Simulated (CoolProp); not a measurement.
Properties of propylene along the isobar 6270 kPa (Tc = 91.1 °C, pc = 4555 kPa, ω = 0.146).

The numbers come from the reference Helmholtz-energy equation of state, Lemmon 2013 in CoolProp.

```
T (°C)          phase       Z  cv (kJ/(kg K))  Joule-Thomson coefficient (K/MPa)  fugacity coefficient
------  -------------  ------  --------------  ---------------------------------  --------------------
78.75          liquid  0.2170           1.740                             0.9895                0.4454
101.05  supercritical  0.2624           1.890                              3.819                0.5687
123.35  supercritical  0.5068           1.942                              9.551                0.6614
145.75  supercritical  0.6448           1.929                              7.898                0.7209
168.05  supercritical  0.7241           1.963                              6.456                0.7661
190.35  supercritical  0.7787           2.013                              5.394                0.8023
212.65  supercritical  0.8193           2.072                              4.593                0.8322
234.95  supercritical  0.8509           2.134                              3.969                0.8571
257.25  supercritical  0.8761           2.198                              3.472                0.8782
279.55  supercritical  0.8967           2.261                              3.066                0.8962
301.85  supercritical  0.9138           2.323                              2.728                0.9117
```
